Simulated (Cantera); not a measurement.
A Cantera script and what it prints.

```python
import numpy as np
import cantera as ct

gas_names = """
    Ca CaO CaOH CaO2H2 Ca2 H HO2 H2 H2O H2O2 O OH O2 O3
""".split()
cond_names = """
    Ca(a) Ca(b) Ca(L) CaO(s) CaO(L) CaO2H2(s) H2O(s) H2O(L)
""".split()


# ... load() reads the species with a 1 bar reference pressure and builds the phases ...
atoms = {
    'Ca(OH)2': {'Ca': 1, 'O': 2, 'H': 2},
    'H2O': {'H': 2, 'O': 1},
}
top_T = {}  # K; cautious upper limits of use, not melting points


# ... equilibrate(T, P, feed) seeds the gas with the atoms and calls Mixture.equilibrate('TP', solver="vcs", rtol=1e-11, max_steps=5000) ...
results = []
feed = {'Ca(OH)2': 1, 'H2O': 8.3}  # mol
T = 675  # K
for P in [10, 42, 180, 750, 3200, 13000, 56000, 240000, 1000000]:
    mix = equilibrate(T, P, feed)
    results.append((T, P, feed, dict(zip(mix.species_names, mix.species_moles))))

top = {s: max(r[3][s] / sum(r[3][g] for g in gas_names) for r in results) for s in gas_names}
cols = sorted((s for s in top if top[s] > 0.0001), key=lambda s: -top[s])[:9]
seen = [c for c in cond_names if any(r[3].get(c, 0) > 1e-12 for r in results)]
print("log10 of partial pressures in bar; condensed amounts in mol")
print(f"{'P/Pa':>10s}" + "".join(f"{s[:9]:>10s}" for s in cols + seen))
for T, P, feed, n in results:
    ng = sum(n[g] for g in gas_names)
    print(f"{P:10.4g}" + "".join(f"{np.log10(max(n[s] / ng * P / 1e5, 1e-99)):10.3f}" for s in cols)
          + "".join(f"{n.get(c, 0):10.4g}" for c in seen))
```

Result:

```
log10 of partial pressures in bar; condensed amounts in mol
      P/Pa       H2O    CaO(s) CaO2H2(s)
        10    -4.000         1         0
        42    -3.377         1         0
       180    -2.745         1         0
       750    -2.125         1         0
      3200    -1.495         1         0
   1.3e+04    -0.886         0         1
   5.6e+04    -0.252         0         1
   2.4e+05     0.380         0         1
     1e+06     1.000         0         1
```

These are equilibrium values from Cantera (NASA tables, ideal gas, pure condensed phases), not measurements of a reactor.
